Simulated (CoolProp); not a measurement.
Properties of acetone along the isobar 6800 kPa (Tc = 508.1 K, pc = 4692 kPa, ω = 0.307).

Values from CoolProp's reference Helmholtz-energy equation of state, Lemmon 2006. It is a short technical equation, of lower accuracy than the large ones.

```csv
T (K),phase,density (kg/m³),cv (kJ/(kg K)),speed of sound (m/s),expansivity (1/kK)
306.5,liquid,782.3,1.564,1172,1.379
322.7,liquid,764.6,1.593,1103,1.445
338.9,liquid,746.5,1.623,1034,1.523
355.2,liquid,727.6,1.656,965.6,1.617
371.4,liquid,708.2,1.690,898.3,1.731
387.6,liquid,687.8,1.725,831.4,1.869
403.9,liquid,666.3,1.761,764.3,2.043
420.1,liquid,643.5,1.798,697.3,2.262
436.3,liquid,619.0,1.837,629.8,2.550
452.6,liquid,592.0,1.878,560.9,2.945
468.8,liquid,562.0,1.920,490.6,3.518
485.1,liquid,527.0,1.967,416.8,4.442
501.3,liquid,484.4,2.022,337.9,6.198
517.5,supercritical,424.8,2.098,248.8,10.96
533.8,supercritical,309.7,2.237,162.6,32.48
550,supercritical,192.5,2.228,172.3,19.55
```
